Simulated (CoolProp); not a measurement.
Model: reference Helmholtz-energy equation of state, Zhou 2016, in CoolProp.

For R245ca, give the phase and the density (kg/m³), cp (kJ/(kg K)), cv (kJ/(kg K)), isothermal compressibility (1/MPa) at 374.8 K and 0.564 MPa.


- 374.8 K and 0.564 MPa: gas; density 27.0, cp 1.11, cv 1.01, isothermal compressibility 2.00
